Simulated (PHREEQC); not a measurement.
0.3 g of hydrous ferric oxide (600 m²/g; 0.2 weak and 0.005 strong sites per Fe, Dzombak-Morel constants, diffuse double layer) in 1 kg of water with 0.005 mol/kgw of an inert sodium salt and 0.042 mmol/kgw Na2SO4 and 0.0058 mmol/kgw MnCl2, at 25 °C; the pH is set by adding NaOH or the inert anion's acid. The system is closed to oxygen. CO2 from the air is kept out. No solid was allowed to form.

The series has 17 steps of pH, from 4 to 10.

Equilibrium calculation in PHREEQC: ion-association model, wateq4f.dat.

Task: Near which pH is half of the S sorbed, and on which side is more sorbed?

Result: Near pH 6.6, with more sorbed at lower pH.

Task: Near which pH is half of the Mn sorbed, and on which side is more sorbed?

Result: Near pH 6.7, with more sorbed at higher pH.
